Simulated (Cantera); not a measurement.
# Equilibrium for abatement and gas-phase synthesis: H2S + H2O

A closed system holds: 1 mol H2S, 1.6 mol H2O, at 10.0 mbar.

Cantera equilibrium calculation (NASA polynomials, part measured and part estimated; ideal gas, pure solids and liquids). Candidate condensed phases: H2O, H2SO4, S; 19 gas species. Gases not in the tables: S3 to S7. Rates play no part.

```csv
T (K),x H2O,x H2,x H2S,x H,x S2,x SO,x SO2,x S,x OH,x SH
800,0.609,0.0189,0.362,3.98e-12,0.00918,2.16e-8,0.000168,1.01e-11,<1e-12,1.14e-6
950,0.593,0.0690,0.304,1.46e-9,0.0337,9.48e-7,0.000525,3.23e-9,1.85e-11,2.46e-5
1100,0.566,0.151,0.208,1.01e-7,0.0732,1.58e-5,0.00149,1.99e-7,1.68e-9,0.000195
1250,0.537,0.231,0.118,2.32e-6,0.109,0.000144,0.00417,4.14e-6,5.57e-8,0.000779
1400,0.507,0.289,0.0629,2.62e-5,0.127,0.000833,0.0106,4.18e-5,9.11e-7,0.00203
1550,0.471,0.335,0.0346,0.000182,0.129,0.00330,0.0219,0.000257,8.62e-6,0.00409
1700,0.427,0.376,0.0203,0.000904,0.122,0.00955,0.0360,0.00110,5.30e-5,0.00697
1850,0.378,0.413,0.0124,0.00346,0.107,0.0216,0.0492,0.00359,0.000234,0.0105
2000,0.329,0.442,0.00770,0.0108,0.0868,0.0404,0.0583,0.00937,0.000803,0.0140
2150,0.281,0.457,0.00465,0.0285,0.0634,0.0639,0.0619,0.0200,0.00226,0.0166
2300,0.237,0.450,0.00260,0.0649,0.0396,0.0872,0.0603,0.0350,0.00551,0.0170
2450,0.196,0.415,0.00128,0.129,0.0202,0.103,0.0548,0.0503,0.0120,0.0148
2600,0.154,0.350,0.000546,0.227,0.00860,0.108,0.0462,0.0609,0.0231,0.0109
```
x: gas mole fraction; nothing condenses.

From 800 K to 2600 K nothing is condensed.
